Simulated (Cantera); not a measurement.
Cantera run:

```python
import numpy as np
import cantera as ct

gas_names = """
    Fe FeO Fe(OH)2 H HO2 H2 H2O H2O2 H2S H2SO4 O OH O2 O3 S SH SO SO2 SO3 S2 S2O S8
""".split()
cond_names = """
    Fe(a) Fe(c) Fe(d) Fe(L) FeO(s) FeO(L) Fe(OH)2(s) Fe(OH)3(s) FeS(a) FeS(b) FeS(c) FeS(L) FeSO4(s)
    FeS2(s) Fe2O3(s) Fe2S3O12(s) Fe3O4(s) H2O(s) H2O(L) H2SO4(L) S(cr1) S(cr2) S(L)
""".split()


def load(file, names, dense=False):
    # The tables refer to 1 bar. Condensed volumes are neglected.
    table = {s.name: s for s in ct.Species.list_from_file(file)}
    out = []
    for n in names:
        d = dict(table[n].input_data)
        d["thermo"] = dict(d["thermo"], **{"reference-pressure": 1e5})
        if dense:
            d["equation-of-state"] = {"model": "constant-volume", "density": "1e6 g/cm^3"}
        out.append(ct.Species.from_dict(d))
    return out


gas = ct.Solution(thermo="ideal-gas", species=load("nasa_gas.yaml", gas_names))
cond = {s.name: ct.Solution(thermo="fixed-stoichiometry", species=[s], name=s.name)
        for s in load("nasa_condensed.yaml", cond_names, dense=True)}
atoms = {
    'FeS': {'Fe': 1, 'S': 1},
    'H2': {'H': 2},
    'H2O': {'H': 2, 'O': 1},
}
top_T = {'FeSO4(s)': 950, 'FeS2(s)': 1010, 'Fe2O3(s)': 1830, 'Fe2S3O12(s)': 1100, 'Fe3O4(s)': 1870}  # K; cautious upper limits of use, not melting points


def equilibrate(T, P, feed):
    n = {}
    for name, mol in feed.items():
        for a, k in atoms[name].items():
            n[a] = n.get(a, 0.0) + k * mol
    gas.TPX = T, P, n
    mass = sum(n.values()) * gas.mean_molecular_weight
    gas.equilibrate("TP")
    valid = [c for c in cond.values() if c.min_temp <= T <= top_T.get(c.name, c.max_temp)]
    mix = ct.Mixture([(gas, mass / gas.mean_molecular_weight)] + [(c, 0.0) for c in valid])
    mix.T, mix.P = T, P
    mix.equilibrate("TP", solver="vcs", rtol=1e-11, max_steps=5000)
    return mix


results = []
feed = {'FeS': 1, 'H2': 180, 'H2O': 0.12}  # mol
P = 101325  # Pa
for T in [723, 823, 923, 1023, 1123, 1223, 1323, 1423, 1523, 1623, 1723, 1823, 1923]:
    mix = equilibrate(T, P, feed)
    results.append((T, P, feed, dict(zip(mix.species_names, mix.species_moles))))

top = {s: max(r[3][s] / sum(r[3][g] for g in gas_names) for r in results) for s in gas_names}
cols = sorted((s for s in top if top[s] > 1e-05), key=lambda s: -top[s])[:9]
seen = [c for c in cond_names if any(r[3].get(c, 0) > 1e-12 for r in results)]
print("log10 of partial pressures in bar; condensed amounts in mol")
print(f"{'T/K':>10s}" + "".join(f"{s[:9]:>10s}" for s in cols + seen))
for T, P, feed, n in results:
    ng = sum(n[g] for g in gas_names)
    print(f"{T:10.4g}" + "".join(f"{np.log10(max(n[s] / ng * P / 1e5, 1e-99)):10.3f}" for s in cols)
          + "".join(f"{n.get(c, 0):10.4g}" for c in seen))
```

Result:

```
log10 of partial pressures in bar; condensed amounts in mol
       T/K        H2       H2S         H       H2O        SH        Fe        S2         S     Fe(a)     Fe(c)     Fe(d)     Fe(L)    FeS(c)
       723     0.005    -4.268   -13.071    -3.171   -12.773   -22.060   -16.385   -20.665  0.009588         0         0         0    0.9904
       823     0.005    -3.688   -11.132    -3.171   -10.755   -18.438   -13.664   -17.415   0.03648         0         0         0    0.9635
       923     0.005    -3.238    -9.609    -3.171    -9.177   -15.611   -11.535   -14.868    0.1027         0         0         0    0.8973
      1023     0.005    -2.876    -8.381    -3.171    -7.905   -13.348    -9.817   -12.815    0.2364         0         0         0    0.7636
      1123     0.004    -2.571    -7.369    -3.171    -6.851   -11.507    -8.387   -11.117     0.477         0         0         0     0.523
      1223     0.003    -2.315    -6.520    -3.171    -5.968    -9.976    -7.186    -9.693         0    0.8606         0         0    0.1394
      1323     0.003    -2.250    -5.798    -3.171    -5.371    -8.682    -6.471    -8.637         0         1         0         0         0
      1423     0.003    -2.251    -5.176    -3.171    -4.914    -7.574    -5.970    -7.784         0         1         0         0         0
      1523     0.003    -2.253    -4.635    -3.171    -4.518    -6.615    -5.537    -7.045         0         1         0         0         0
      1623     0.003    -2.256    -4.159    -3.171    -4.173    -5.777    -5.160    -6.397         0    0.9997         0         0         0
      1723     0.003    -2.263    -3.738    -3.171    -3.872    -5.040    -4.835    -5.829         0         0    0.9984         0         0
      1823     0.003    -2.274    -3.362    -3.171    -3.610    -4.390    -4.556    -5.328         0         0         0    0.9928         0
      1923     0.003    -2.293    -3.025    -3.171    -3.383    -3.830    -4.322    -4.886         0         0         0    0.9737         0
```

These are equilibrium values from Cantera (NASA tables, ideal gas, pure condensed phases), not measurements of a reactor. Mutual solubility and eutectic melting of coexisting phases are not modelled. FeS: taken at fixed stoichiometry.
